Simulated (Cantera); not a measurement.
Input (Python, Cantera):

```python
import numpy as np
import cantera as ct

gas = ct.Solution("gri30.yaml")
gas.TPX = 1200, 1000000, {'CH2O': 0.004, 'O2': 0.026, 'N2': 1}
reactor = ct.IdealGasConstPressureReactor(gas, energy="off", clone=False)
net = ct.ReactorNet([reactor])
net.rtol, net.atol = 1e-08, 1e-18
show = ['CH2O', 'O2', 'HCO', 'NO2', 'CO', 'HO2', 'CH3']
times = np.geomspace(1e-06, 10, 9)

steps = ct.SolutionArray(gas, extra=["t"])
rows = []
print(f"{'t/s':>10s}{'T/K':>9s}{'P/Pa':>11s}" + "".join(f"{s:>11s}" for s in show))
for t in times:
    while net.time < t:
        t_next = net.step()
        steps.append(gas.state, t=t_next)
    rows.append([np.interp(t, steps.t, y) for y in (steps.T, steps.P, *steps(*show).X.T)])
    print(f"{t:10.3e}{rows[-1][0]:9.1f}{rows[-1][1]:11.4g}" + "".join(f"{x:11.3e}" for x in rows[-1][2:]))
rate = np.gradient(steps.T, steps.t)
print("integrator steps:", len(steps.t))
if steps.T.max() > steps.T[0] + 200:
    print(f"time of steepest temperature rise: {steps.t[rate.argmax()]:.4e} s")
gas.TPX = 1200, 1000000, {'CH2O': 0.004, 'O2': 0.026, 'N2': 1}
gas.equilibrate("TP")
print(f"equilibrium (TP): T = {gas.T:.1f} K  " + "  ".join(f"{s} {gas[s].X[0]:.3e}" for s in show))
```

Output:

```
       t/s      T/K       P/Pa       CH2O         O2        HCO        NO2         CO        HO2        CH3
 1.000e-06   1200.0      1e+06  3.883e-03  2.524e-02  1.786e-09  5.887e-25  6.506e-08  9.801e-08  8.571e-17
 7.499e-06   1200.0      1e+06  3.883e-03  2.524e-02  2.420e-09  1.098e-21  6.293e-07  7.891e-07  2.566e-15
 5.623e-05   1200.0      1e+06  3.869e-03  2.523e-02  1.410e-08  4.357e-18  1.481e-05  8.819e-06  3.112e-13
 4.217e-04   1200.0      1e+06  6.512e-04  2.372e-02  1.800e-07  3.894e-12  3.148e-03  8.508e-05  1.442e-11
 3.162e-03   1200.0      1e+06  5.687e-10  2.301e-02  1.012e-11  1.305e-10  3.207e-03  8.140e-06  4.807e-13
 2.371e-02   1200.0      1e+06  4.814e-13  2.232e-02  1.471e-12  1.827e-09  1.959e-03  3.432e-06  2.380e-15
 1.778e-01   1200.0      1e+06  3.600e-15  2.147e-02  1.960e-14  1.510e-08  2.290e-04  8.522e-07  7.905e-24
 1.334e+00   1200.0      1e+06  2.361e-23  2.136e-02  2.646e-21  6.017e-10  3.402e-08  1.256e-09  1.673e-28
 1.000e+01   1200.0      1e+06  7.852e-26  2.136e-02  6.842e-24  4.741e-10  1.476e-10  8.464e-10  5.286e-29
integrator steps: 1919
equilibrium (TP): T = 1200.0 K  CH2O 7.772e-26  O2 2.132e-02  HCO 6.850e-24  NO2 1.180e-06  CO 1.477e-10  HO2 8.453e-10  CH3 2.184e-40
```

Model: GRI-Mech 3.0 (53 species, 325 reactions), integrated in Cantera.
